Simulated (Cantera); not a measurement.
# Thermodynamics of carbothermic reduction, feed Fe₂O₃ + CO + H₂

Feed: 1 mol Fe₂O₃, a varied amount of CO, 0.32 mol H₂, equilibrated at 1550 K and 0.000700 bar.

Equilibrium computed with Cantera from the NASA thermochemical tables; the gas is ideal and each condensed phase is pure. Candidate condensed phases: C, C₆H₆, C₇H₈, C₈H₁₈, Fe, Fe(CO)₅, FeO, Fe(OH)₂, Fe(OH)₃, Fe₂O₃, Fe₃O₄, H₂O; 114 gas species. Mutual solubility and eutectic melting of coexisting phases are not modelled. The tables' stoichiometric FeO is somewhat more stable than real wüstite, so its field is too wide. FeO: taken at fixed stoichiometry. Equilibrium is a limit: real reactors are often held back by kinetics, nucleation or transport.

| n(CO) (mol) | x CO₂ | x CO | x H₂O | x H₂ | n FeO(s) | n Fe₃O₄(s) |
|---|---|---|---|---|---|---|
| 0.69 | 0.651 | 0.0324 | 0.311 | 0.00554 | 1.92 | 0.0282 |
| 0.84 | 0.604 | 0.120 | 0.257 | 0.0182 | 2.00 | 0 |
| 1 | 0.545 | 0.213 | 0.213 | 0.0297 | 2.00 | 0 |
| 1.2 | 0.486 | 0.303 | 0.172 | 0.0384 | 2.00 | 0 |
| 1.5 | 0.419 | 0.405 | 0.131 | 0.0451 | 2.00 | 0 |
| 1.8 | 0.369 | 0.480 | 0.103 | 0.0479 | 2.00 | 0 |
| 2.3 | 0.308 | 0.569 | 0.0735 | 0.0485 | 2.00 | 0 |
| 2.7 | 0.273 | 0.621 | 0.0583 | 0.0475 | 2.00 | 0 |
x: gas mole fraction; n: condensed amount in mol.

At 0.69 mol CO the condensed part is FeO(s) + Fe₃O₄(s). From 0.84 mol CO to 2.7 mol CO the condensed part is FeO(s). The main Fe-bearing gas is Fe(OH)₂ at 0.69 mol CO and Fe at 2.7 mol CO.
